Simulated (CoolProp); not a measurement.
The fluid at 293.15 K and 0.3 MPa is throttled through a valve to 0.0284 MPa with no heat exchange. The same conditions are run with several fluids, on thermodynamics alone (safety and materials aside).

The numbers come from the reference Helmholtz-energy equation of state of each fluid (R152A: Outcalt 1996; CF4 (R14): Platzer 1990; R13: Platzer 1990; R404A: Lemmon 2003; C2F6 (R116): Lemmon 2006) in CoolProp. The equations of Platzer and Polt are older, rougher fits. Blends and air are pseudo-pure fits.

```json
[
 {"fluid": "R152A", "temperature change (K)": "[?]", "final density (kg/m³)": "0.799"},
 {"fluid": "CF4 (R14)", "temperature change (K)": "[?]", "final density (kg/m³)": "1.03"},
 {"fluid": "R13", "temperature change (K)": "-3.3", "final density (kg/m³)": "1.23"},
 {"fluid": "R404A", "temperature change (K)": "[?]", "final density (kg/m³)": "1.16"},
 {"fluid": "C2F6 (R116)", "temperature change (K)": "-2.4", "final density (kg/m³)": "1.63"}
]
```

**Question.** Complete the blanks.

**Answer.** 
- R152A, temperature change (K): -8.6
- CF4 (R14), temperature change (K): -1.6
- R404A, temperature change (K): -5.2
